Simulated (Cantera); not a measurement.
Charge: 1 mol CH2F2, 1.7 mol H2, equilibrated at 0.350 bar.

Equilibrium computed with Cantera from the NASA thermochemical tables; the gas is ideal and each condensed phase is pure. Candidate condensed phases: C, C6H6, C7H8, C8H18; 95 gas species. Kinetics and transport are ignored.

x: gas mole fraction; n: condensed amount in mol.

```json
[
 {"T (°C)": "1002", "x HF": "0.541", "x H2": "0.458", "x H": "8.44e-7", "x C2H2 (acetylene)": "1.76e-7", "x C3": "<1e-12", "x C2H": "<1e-12", "n C(graphite)": "0.997"},
 {"T (°C)": "1202", "x HF": "0.541", "x H2": "0.459", "x H": "1.49e-5", "x C2H2 (acetylene)": "3.06e-6", "x C3": "<1e-12", "x C2H": "<1e-12", "n C(graphite)": "0.999"},
 {"T (°C)": "1402", "x HF": "0.541", "x H2": "0.459", "x H": "0.000133", "x C2H2 (acetylene)": "2.67e-5", "x C3": "<1e-12", "x C2H": "___", "n C(graphite)": "0.999"},
 {"T (°C)": "1602", "x HF": "0.540", "x H2": "0.459", "x H": "0.000750", "x C2H2 (acetylene)": "0.000145", "x C3": "2.95e-12", "x C2H": "___", "n C(graphite)": "0.999"},
 {"T (°C)": "1802", "x HF": "0.540", "x H2": "0.457", "x H": "0.00304", "x C2H2 (acetylene)": "0.000567", "x C3": "4.69e-10", "x C2H": "___", "n C(graphite)": "0.996"},
 {"T (°C)": "2002", "x HF": "0.538", "x H2": "0.451", "x H": "0.00963", "x C2H2 (acetylene)": "0.00172", "x C3": "2.99e-8", "x C2H": "___", "n C(graphite)": "0.987"},
 {"T (°C)": "2202", "x HF": "0.534", "x H2": "0.437", "x H": "0.0251", "x C2H2 (acetylene)": "0.00425", "x C3": "9.59e-7", "x C2H": "___", "n C(graphite)": "0.968"},
 {"T (°C)": "2402", "x HF": "0.525", "x H2": "0.410", "x H": "0.0559", "x C2H2 (acetylene)": "0.00882", "x C3": "1.80e-5", "x C2H": "___", "n C(graphite)": "0.930"},
 {"T (°C)": "2602", "x HF": "0.510", "x H2": "0.364", "x H": "0.108", "x C2H2 (acetylene)": "0.0155", "x C3": "0.000221", "x C2H": "___", "n C(graphite)": "0.865"},
 {"T (°C)": "2802", "x HF": "0.486", "x H2": "0.300", "x H": "0.183", "x C2H2 (acetylene)": "0.0230", "x C3": "0.00194", "x C2H": "___", "n C(graphite)": "0.746"},
 {"T (°C)": "3002", "x HF": "0.448", "x H2": "0.219", "x H": "0.271", "x C2H2 (acetylene)": "0.0283", "x C3": "0.0129", "x C2H": "___", "n C(graphite)": "0.435"}
]
```

Problem. Complete the blanks.

Solution. 
- 1402, x C2H: 3.82e-11
- 1602, x C2H: 2.83e-9
- 1802, x C2H: 9.03e-8
- 2002, x C2H: 1.55e-6
- 2202, x C2H: 1.66e-5
- 2402, x C2H: 0.000122
- 2602, x C2H: 0.000655
- 2802, x C2H: 0.00268
- 3002, x C2H: 0.00860
